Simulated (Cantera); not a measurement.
Input (Python, Cantera):

```python
import numpy as np
import cantera as ct

gas = ct.Solution("gri30.yaml")
gas.TPX = 1525, 440000, {'CH2O': 0.024, 'O2': 0.0056, 'N2': 1}
reactor = ct.IdealGasConstPressureReactor(gas, energy="off", clone=False)
net = ct.ReactorNet([reactor])
net.rtol, net.atol = 1e-08, 1e-18
show = ['CH2O', 'O2', 'C2H2', 'C2H6', 'HO2', 'C2H']
times = np.geomspace(1e-05, 4, 15)

steps = ct.SolutionArray(gas, extra=["t"])
rows = []
print(f"{'t/s':>10s}{'T/K':>9s}{'P/Pa':>11s}" + "".join(f"{s:>11s}" for s in show))
for t in times:
    while net.time < t:
        t_next = net.step()
        steps.append(gas.state, t=t_next)
    rows.append([np.interp(t, steps.t, y) for y in (steps.T, steps.P, *steps(*show).X.T)])
    print(f"{t:10.3e}{rows[-1][0]:9.1f}{rows[-1][1]:11.4g}" + "".join(f"{x:11.3e}" for x in rows[-1][2:]))
rate = np.gradient(steps.T, steps.t)
print("integrator steps:", len(steps.t))
if steps.T.max() > steps.T[0] + 200:
    print(f"time of steepest temperature rise: {steps.t[rate.argmax()]:.4e} s")
gas.TPX = 1525, 440000, {'CH2O': 0.024, 'O2': 0.0056, 'N2': 1}
gas.equilibrate("TP")
print(f"equilibrium (TP): T = {gas.T:.1f} K  " + "  ".join(f"{s} {gas[s].X[0]:.3e}" for s in show))
```

Result:

```
       t/s      T/K       P/Pa       CH2O         O2       C2H2       C2H6        HO2        C2H
 1.000e-05   1525.0    4.4e+05  2.272e-02  5.360e-03  3.057e-16  3.996e-16  4.232e-05  3.456e-21
 2.513e-05   1525.0    4.4e+05  1.230e-02  4.398e-03  2.567e-12  6.450e-12  1.984e-04  1.577e-16
 6.314e-05   1525.0    4.4e+05  8.555e-06  3.011e-03  4.210e-11  1.093e-11  3.301e-06  5.785e-15
 1.587e-04   1525.0    4.4e+05  4.343e-09  4.189e-06  5.951e-12  8.348e-16  5.133e-09  2.628e-15
 3.986e-04   1525.0    4.4e+05  2.215e-09  2.769e-07  3.320e-12  1.026e-16  3.682e-10  4.966e-16
 1.002e-03   1525.0    4.4e+05  1.253e-09  3.388e-08  2.677e-12  6.486e-17  4.595e-11  1.487e-16
 2.517e-03   1525.0    4.4e+05  8.524e-10  4.772e-09  2.434e-12  4.688e-17  6.211e-12  5.208e-17
 6.325e-03   1525.0    4.4e+05  6.913e-10  7.132e-10  2.318e-12  3.234e-17  8.120e-13  1.941e-17
 1.589e-02   1525.0    4.4e+05  6.272e-10  1.099e-10  2.250e-12  2.125e-17  9.476e-14  7.453e-18
 3.993e-02   1525.0    4.4e+05  6.017e-10  1.742e-11  2.200e-12  1.347e-17  9.742e-15  2.922e-18
 1.003e-01   1525.0    4.4e+05  5.912e-10  2.959e-12  2.157e-12  7.982e-18  1.079e-15  1.193e-18
 2.521e-01   1525.0    4.4e+05  5.867e-10  6.799e-13  2.112e-12  4.735e-18  2.294e-16  5.736e-19
 6.335e-01   1525.0    4.4e+05  5.852e-10  3.650e-13  2.047e-12  3.660e-18  1.370e-16  4.167e-19
 1.592e+00   1525.0    4.4e+05  5.851e-10  3.482e-13  1.907e-12  3.356e-18  1.322e-16  3.799e-19
 4.000e+00   1525.0    4.4e+05  5.851e-10  3.480e-13  1.597e-12  2.824e-18  1.321e-16  3.181e-19
integrator steps: 2449
equilibrium (TP): T = 1525.0 K  CH2O 5.851e-10  O2 3.480e-13  C2H2 1.282e-14  C2H6 9.530e-20  HO2 1.321e-16  C2H 2.554e-21
```

Cantera simulation using GRI-Mech 3.0 (53 species, 325 reactions); the numbers are that mechanism's predictions, not measurements.
